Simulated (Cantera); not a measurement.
Charge: 1 mol Si, 20 mol HF, held at 1150 °C and 10.0 mbar.

Cantera equilibrium calculation (NASA polynomials, part measured and part estimated; ideal gas, pure solids and liquids). Candidate condensed phases: Si; 25 gas species. The tables' values for SiF₃ are old estimates; treat these amounts as uncertain. The numbers say what is thermodynamically allowed, not how fast it happens.

Q: What is the equilibrium state?

A: 
* **x(HF)**: 0.842
* **x(H₂)**: 0.105
* **x(SiF₄)**: 0.0526
* **x(SiF₃)**: 2.22e-5
* **x(H)**: 2.15e-5
* **x(SiHF₃)**: 1.80e-6
* **gas amount**: 19.00 mol
* **log10 activity of Si(s) (absent)**: -11.62
